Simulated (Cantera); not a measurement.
**Thermodynamics of chlorosilane synthesis and conversion, feed SiCl4 + Cl2 + H2 + HCl**

Input: 1 mol SiCl4, 1.5 mol Cl2, a varied amount of H2, 2.7 mol HCl, held at 725 °C and 101000 Pa.

Cantera equilibrium calculation (NASA polynomials, part measured and part estimated; ideal gas, pure solids and liquids). Candidate condensed phases: Si; 19 gas species. The tables' values for SiCl3 are old estimates; treat these amounts as uncertain. Kinetics and transport are ignored.

From 0.44 mol H2 to 8 mol H2 nothing is condensed. The main Si-bearing gas is SiCl4 throughout.

```
n(H2) (mol)  x HCl      x H2     x Cl2  x SiCl4  x SiHCl3      x Cl
-----------  -----  --------  --------  -------  --------  --------
0.44         0.635  6.08e-11     0.188    0.177    <1e-12  0.000163
0.67         0.688  9.51e-11     0.141    0.170    <1e-12  0.000141
1            0.758  2.02e-10    0.0806    0.161    <1e-12  0.000107
1.5          0.851   4.72e-6   4.35e-6    0.149   5.74e-9   7.83e-7
2.3          0.760     0.107  1.54e-10    0.133  0.000130   4.66e-9
3.5          0.655     0.230  5.31e-11    0.115  0.000279   2.73e-9
5.3          0.543     0.361  2.32e-11   0.0948  0.000438   1.81e-9
8            0.432     0.492  1.08e-11   0.0751  0.000593   1.23e-9
```
x: gas mole fraction; nothing condenses.
